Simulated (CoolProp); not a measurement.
Carbon dioxide at 372.14 K and 0.119 MPa flows at 19 m/s in a round tube of 12.7 mm bore and 1.5 µm roughness, fully developed (64/Re and Nu = 3.66 if laminar; Colebrook and Gnielinski if turbulent). Each further row changes one setting.

Computed with CoolProp (reference Helmholtz-energy equation of state, Span 1996).

| case | Reynolds number | Darcy friction factor | pressure drop (Pa/m) | heat-transfer coefficient (W/(m² K)) | mass flow (kg/h) |
|---|---|---|---|---|---|
| as stated | 22300 | 0.0255 | 615 | 103 | 14.7 |
| velocity 38 m/s | 44600 | (withheld) | (withheld) | 179 | (withheld) |
| diameter 25.4 mm | 44600 | (withheld) | 261 | (withheld) | (withheld) |

Question: Complete the blanks.

Answer: 
- velocity 38 m/s, Darcy friction factor: 0.0218
- velocity 38 m/s, pressure drop (Pa/m): 2110
- velocity 38 m/s, mass flow (kg/h): 29.4
- diameter 25.4 mm, Darcy friction factor: 0.0216
- diameter 25.4 mm, heat-transfer coefficient (W/(m² K)): 88.5
- diameter 25.4 mm, mass flow (kg/h): 58.8

Viscosity comes from a separate model (Laesecke 2017). Thermal conductivity comes from a separate model (Huber 2016).
